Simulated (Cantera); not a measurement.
Feed: 1 mol BN, 3.1 mol HF, 0.51 mol H2, equilibrated at 1525 K and 0.450 bar.

Equilibrium computed with Cantera from the NASA thermochemical tables; the gas is ideal and each condensed phase is pure. Candidate condensed phases: B, BN; 31 gas species. The tables' values for BF2 are old estimates; treat these amounts as uncertain. Kinetics and transport are ignored.

### Question
What is the equilibrium state?

### Answer
```json
{
 "x(H2)": "0.550",
 "x(BF3)": "0.271",
 "x(N2)": "0.138",
 "x(HF)": "0.0363",
 "x(BHF2)": "0.00369",
 "x(BF2)": "0.000621",
 "x(H)": "2.62e-5",
 "x(NH3)": "3.92e-6",
 "x(BF)": "3.57e-6",
 "n(BN(s))": "0.00515 mol",
 "gas_amount": "3.611 mol",
 "log10 activity of B(s) (absent)": "-3.39"
}
```
